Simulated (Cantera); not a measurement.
Input: 1 mol CH2F2, 0.25 mol F2, held at 2573.15 K.

These are equilibrium values from Cantera (NASA tables, ideal gas, pure condensed phases), not measurements of a reactor. Candidate condensed phases: C, C6H6, C7H8, C8H18; 95 gas species. Gases not in the tables: C2F6 and larger saturated fluorocarbons. Kinetics and transport are ignored.

Problem. At 1.00 bar, list the 6 most abundant gas species with their mole fractions, and the condensed phases.

Solution. HF 0.892, CF2 0.0573, F 0.0288, CF4 0.0175, CF3 0.00280, CF 0.00117. Condensed: C(graphite).
